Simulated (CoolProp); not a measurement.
Properties of cyclohexane along the isobar 129 bar.

Computed with CoolProp (reference Helmholtz-energy equation of state, Zhou 2014).

```csv
T (°C),phase,cp (kJ/(kg K)),isothermal compressibility (1/MPa),expansivity (1/kK),viscosity (µPa s)
114.55,liquid,2.255,0.001954,1.322,341
131.15,liquid,2.335,0.002250,1.376,293
147.75,liquid,2.417,0.002605,1.440,254
164.35,liquid,2.501,0.003035,1.516,222
180.85,liquid,2.586,0.003560,1.604,196
197.45,liquid,2.672,0.004219,1.710,175
214.05,liquid,2.760,0.005053,1.835,156
230.65,liquid,2.849,0.006123,1.984,140
247.25,liquid,2.939,0.007513,2.160,126
263.85,liquid,3.030,0.009339,2.368,113
280.45,liquid,3.122,0.01176,2.613,101
297.05,supercritical,3.218,0.01499,2.904,89.7
313.65,supercritical,3.317,0.01933,3.247,79.7
330.25,supercritical,3.421,0.02512,3.644,70.5
346.85,supercritical,3.521,0.03260,4.069,62.2
```

Viscosity comes from a separate model (Tariq 2014).
